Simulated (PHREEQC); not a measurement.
NaOH is added in steps, without added water, to 1 kg of water holding 0.022 mol CuSO4, 0.00021 mol HCl and 0.00037 mol FeCl3, at 26 °C. O2 is buffered at 0.21 atm. No CO2 enters from the air. Nothing may precipitate in this run.

Base run: PHREEQC, ion-association model, wateq4f.dat. Each further column changes one thing. The table gives pH.

| NaOH added (mol) | base | FeCl3 replaced by CaCl2 at the same molality | HCl replaced by AlCl3 at the same molality | temperature from 26 to 5 °C | solids may form |
|---|---|---|---|---|---|
| 0 | 3.60 | 3.96 | 3.73 | 3.68 | 3.55 |
| 0.0065 | 6.01 | 6.06 | 6.00 | 6.40 | 4.33 |
| 0.013 | 6.40 | 6.45 | 6.37 | 6.72 | 4.43 |
| 0.01625 | 6.60 | 6.65 | 6.56 | 6.85 | 4.50 |
| 0.02275 | 7.11 | 7.19 | 7.05 | 7.11 | 4.69 |
| 0.02925 | 7.62 | 7.69 | 7.58 | 7.36 | 5.25 |
| 0.03575 | 8.00 | 8.06 | 7.96 | 7.62 | 8.47 |
| 0.04225 | 8.41 | 8.53 | 8.35 | 8.00 | 8.49 |
| 0.04875 | 11.30 | 11.46 | 11.20 | 11.82 | 11.40 |
| 0.052 | 11.60 | 11.69 | 11.56 | 12.09 | 11.69 |
| 0.0585 | 11.89 | 11.94 | 11.87 | 12.34 | 11.98 |
| 0.065 | 12.06 | 12.09 | 12.05 | 12.49 | 12.15 |

In at least one series the solution becomes supersaturated in solids that the run did not let form, among them Fe(OH)3(a), Cu(OH)2, Brochantite, Antlerite, Atacamite. The database's constant for dissolved Cu(OH)2 is higher than later reviews accept. At this temperature some constants are extrapolated from 25 °C, and those without enthalpy data are left unchanged. Solids allowed in the column 'solids may form': Fe(OH)3(a), Cu(OH)2, Brochantite, Antlerite, Atacamite, Jarosite-Na, Halite, Mirabilite, Chalcanthite.
